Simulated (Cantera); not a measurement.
A closed system holds: 1 mol MgO, 0.66 mol Cl₂, 0.38 mol H₂, at 1725 K.

Method: chemical equilibrium by Gibbs-energy minimisation in Cantera with the NASA 1993 tables (ideal gas, pure condensed phases). Candidate condensed phases: H₂O, Mg, MgCl₂, MgO, Mg(OH)₂; 22 gas species. Kinetics and transport are ignored.

Task: At 5.20e-5 bar, list the 5 most abundant gas species with their mole fractions, and the condensed phases.

Result: HCl 0.489, Cl 0.309, MgCl₂ 0.116, H₂O 0.0492, O₂ 0.0315. Condensed: MgO(s).
